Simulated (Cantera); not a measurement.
A freely propagating, adiabatic, planar premixed flame of CH4 : O2 : N2 = 1 : 2.15 : 8.09 (molar parts), equivalence ratio 0.93, unburnt at 325 K and 1.97 atm; mixture-averaged transport, grid criteria slope 0.08 and curve 0.16, no radiation.

Model: GRI-Mech 3.0 (53 species, 325 reactions), integrated in Cantera. Burning velocities carry a grid error of a few per cent, more on coarse grids.

Q: Predict: laminar burning velocity; thermal thickness; peak x(C2H2); peak x(CH3); peak x(HCO); peak x(O).

A: 
```
Property                     Result
------------------------  ---------
laminar burning velocity  31.3 cm/s
thermal thickness          0.274 mm
peak x(C2H2)                7.64e-5
peak x(CH3)                 0.00145
peak x(HCO)                 2.58e-5
peak x(O)                   0.00238
```
